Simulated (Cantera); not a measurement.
# Equilibrium for carbon deposition, reforming and gasification: C2H4 + CO2

A closed system holds: 1 mol C2H4, 1.5 mol CO2, held at 0.00280 bar.

Equilibrium computed with Cantera from the NASA thermochemical tables; the gas is ideal and each condensed phase is pure. Candidate condensed phases: C, C6H6, C7H8, C8H18, H2O; 131 gas species. Ions and electrons are included (thermal ionisation). The numbers say what is thermodynamically allowed, not how fast it happens.

```csv
T (°C),log p CO,log p H,log p H2,log p C,log p O,log p C3,log p C2,log p C2H2 (acetylene),n C(graphite)
1727,-2.78,-4.27,-2.97,-10.52,-13.42,-10.56,-11.63,-6.08,0.497
1977,-2.79,-3.64,-3.02,-8.44,-12.35,-8.19,-9.24,-5.49,0.488
2227,-2.83,-3.19,-3.18,-6.78,-11.51,-6.30,-7.34,-5.15,0.465
2477,-2.88,-2.94,-3.54,-5.42,-10.84,-4.77,-5.79,-5.09,0.312
2727,-2.92,-2.85,-4.09,-4.57,-10.00,-4.33,-5.05,-5.84,0
2977,-2.94,-2.83,-4.66,-4.06,-9.05,-4.60,-4.86,-7.02,0
3227,-2.95,-2.83,-5.19,-3.81,-8.06,-5.37,-5.04,-8.42,0
3477,-2.95,-2.83,-5.65,-3.74,-7.03,-6.52,-5.53,-9.95,0
3727,-2.95,-2.83,-6.06,-3.73,-6.08,-7.65,-6.04,-11.38,0
3977,-2.95,-2.83,-6.41,-3.72,-5.25,-8.64,-6.48,-12.63,0
4227,-2.97,-2.83,-6.74,-3.67,-4.56,-9.43,-6.81,-13.68,0
4477,-3.00,-2.84,-7.04,-3.56,-4.03,-9.92,-6.97,-14.50,0
4727,-3.09,-2.86,-7.34,-3.41,-3.66,-10.19,-6.99,<-14,0
```
log p: log10 of the partial pressure in bar; n: condensed amount in mol.

From 1727 °C to 2477 °C the condensed part is C(graphite). From 2727 °C to 4727 °C nothing is condensed. The main C-bearing gas is CO throughout.
